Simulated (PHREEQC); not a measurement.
Make-up at 25 °C: 0.016 mol/kgw CuSO4, 0.0088 mol/kgw HCl and 7.6e-05 mol/kgw KCl. Closed to the air; pH follows from the charge balance.

All values are PHREEQC results (ion-association model, phreeqc.dat), not measurements.

Problem. The ionic strength comes out as 0.0493 mol/kgw. What activity coefficients do KSO4-, Cl-, Cu+2, K+, H+ get?

Solution. KSO4- 0.83, Cl- 0.81, Cu+2 0.48, K+ 0.81, H+ 0.86.

This is a speciation only: nothing precipitates in the calculation.
